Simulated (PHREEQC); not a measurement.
# Brine (model solution)

Make-up at 25 °C: 0.41 mol Na2SO4 and 5.9e-05 mol H4SiO4 per kg of water. Closed to the air; pH follows from the charge balance.

Computed with PHREEQC (Pitzer model, pitzer.dat).

Each row changes one thing in this solution. No solid was allowed to form.

```csv
case,pH,HSO4- (mol/kgw),H3SiO4- (mol/kgw),SI of Mirabilite (Na2SO4:10H2O),SI of SiO2(a) (SiO2)
as made,7.17,3.91e-7,2.86e-7,-1.02,-1.55
temperature from 25 to 80 °C,6.89,3.77e-6,6.24e-7,-2.53,-1.95
H4SiO4 from 5.9e-05 to 0.00059 mol/kgw,6.79,9.41e-7,1.19e-6,-1.02,-0.54
Na2SO4 from 0.41 to 0.615 mol/kgw,7.17,4.44e-7,3.33e-7,-0.72,-1.54
Na2SO4 from 0.41 to 0.205 mol/kgw,7.14,3.06e-7,2.23e-7,-1.58,-1.56
H4SiO4 from 5.9e-05 to 8.85e-05 mol/kgw,7.12,4.40e-7,3.82e-7,-1.02,-1.37
Na2SO4 from 0.41 to 0.82 mol/kgw,7.17,4.84e-7,3.72e-7,-0.52,-1.53
```

In brines, pH and single-ion activities rest on the MacInnes convention. Constants without temperature data keep their 25 °C values here.
